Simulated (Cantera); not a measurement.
**Equilibrium for carbon deposition, reforming and gasification: CO + H2 + N2 + O2**

Input: 1 mol CO, 15 mol H2, 0.18 mol N2, 0.19 mol O2, at 1.00 bar.

Cantera equilibrium calculation (NASA polynomials, part measured and part estimated; ideal gas, pure solids and liquids). Candidate condensed phases: C, C6H6, C7H8, C8H18, H2O; 169 gas species. Ions and electrons are included (thermal ionisation). Equilibrium is a limit: real reactors are often held back by kinetics, nucleation or transport.

From 2500 K to 5000 K nothing is condensed. The main C-bearing gas is CO throughout.

```json
[
 {"T (K)": "2500", "log p H": "-1.63", "log p H2": "-0.05", "log p CO": "-1.22", "log p H2O": "-1.64", "log p O": "-5.65", "log p N2": "-1.96", "log p OH": "-3.90"},
 {"T (K)": "3000", "log p H": "-0.86", "log p H2": "-0.11", "log p CO": "-1.24", "log p H2O": "-1.69", "log p O": "-3.88", "log p N2": "-1.99", "log p OH": "-2.92"},
 {"T (K)": "3500", "log p H": "-0.38", "log p H2": "-0.30", "log p CO": "-1.31", "log p H2O": "-1.94", "log p O": "-2.67", "log p N2": "-2.06", "log p OH": "-2.35"},
 {"T (K)": "4000", "log p H": "-0.14", "log p H2": "-0.68", "log p CO": "-1.41", "log p H2O": "-2.69", "log p O": "-2.09", "log p N2": "-2.17", "log p OH": "-2.38"},
 {"T (K)": "4500", "log p H": "-0.05", "log p H2": "-1.19", "log p CO": "-1.47", "log p H2O": "-3.80", "log p O": "-1.96", "log p N2": "-2.25", "log p OH": "-2.83"},
 {"T (K)": "5000", "log p H": "-0.03", "log p H2": "-1.68", "log p CO": "-1.49", "log p H2O": "-4.86", "log p O": "-1.92", "log p N2": "-2.33", "log p OH": "-3.30"}
]
```
log p: log10 of the partial pressure in bar; nothing condenses.
